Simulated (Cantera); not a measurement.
# Counterflow diffusion flame

A counterflow diffusion flame at 35000 Pa, nozzles 20 mm apart: fuel side 100 % H₂ at 450 K, oxidiser side 25.0 % O₂, 75.0 % N₂ at 750 K, fuel mass flux 0.32 times the oxidiser's; mixture-averaged transport, no radiation.

Cantera simulation using the H2/O2 subset of GRI-Mech 3.0, which has no nitrogen chemistry; the numbers are that mechanism's predictions, not measurements. The maximum strain rate includes the flame's own expansion and is several times the mean.

| oxidiser flux (kg/m²/s) | max strain (1/s) | mean strain (1/s) | T max (K) | peak x OH | peak x H | peak x H₂O | peak x HO₂ |
|---|---|---|---|---|---|---|---|
| 0.21 | 967 | 243 | 2308 | 0.0308 | 0.0472 | 0.281 | 4.49e-5 |
| 0.29 | 1310 | 335 | 2235 | 0.0296 | 0.0514 | 0.279 | 5.09e-5 |
| 0.4 | 1780 | 462 | 2157 | 0.0280 | 0.0556 | 0.276 | 5.59e-5 |
| 0.56 | 2450 | 647 | 2079 | 0.0265 | 0.0601 | 0.274 | 6.06e-5 |
| 0.77 | 3380 | 890 | 2016 | 0.0253 | 0.0655 | 0.271 | 6.47e-5 |
| 1.1 | 4790 | 1270 | 1928 | 0.0232 | 0.0703 | 0.268 | 6.95e-5 |
| 1.5 | 6490 | 1730 | 1853 | 0.0212 | 0.0742 | 0.266 | 7.32e-5 |
| 2 | 8600 | 2310 | 1785 | 0.0193 | 0.0773 | 0.263 | 7.64e-5 |
x: mole fraction; the columns are a selection and need not sum to one.
